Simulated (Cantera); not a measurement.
A perfectly stirred reactor is fed with CO : H2 : O2 : N2 = 1 : 0.56 : 0.459 : 1.73 (molar parts), at 1.30 bar; it is adiabatic with a 750 K inlet, and is followed from long to short residence time, starting on the burning branch (τ in s: 0.021, 0.011, 0.0056, 0.0029, 0.0015, 0.0008, 0.00042, 0.00022, 0.00011, 6e-05, 3.1e-05, 1.6e-05, 8.5e-06).

Model: GRI-Mech 3.0 (53 species, 325 reactions), integrated in Cantera.

Q: Predict: blow-out, bracketed by the residence times tried; x(CO) at τ = 21.0 ms; x(H2) at τ = 21.0 ms; x(O2) at τ = 21.0 ms; x(CO2) at τ = 21.0 ms; x(NO2) at τ = 21.0 ms; x(CO) at τ = 0.420 ms; x(H2) at τ = 0.420 ms; x(O2) at τ = 0.420 ms; x(CO2) at τ = 0.420 ms; x(NO2) at τ = 0.420 ms.

A: 
```
Item                                                                          Result
------------------------------------------------  ----------------------------------
blow-out, bracketed by the residence times tried  burning at 16.0 µs, out at 8.50 µs
x(CO) at τ = 21.0 ms                                                           0.170
x(H2) at τ = 21.0 ms                                                          0.0282
x(O2) at τ = 21.0 ms                                                         0.00133
x(CO2) at τ = 21.0 ms                                                          0.132
x(NO2) at τ = 21.0 ms                                                        7.07e-8
x(CO) at τ = 0.420 ms                                                          0.176
x(H2) at τ = 0.420 ms                                                         0.0321
x(O2) at τ = 0.420 ms                                                        0.00967
x(CO2) at τ = 0.420 ms                                                         0.118
x(NO2) at τ = 0.420 ms                                                       1.12e-8
```
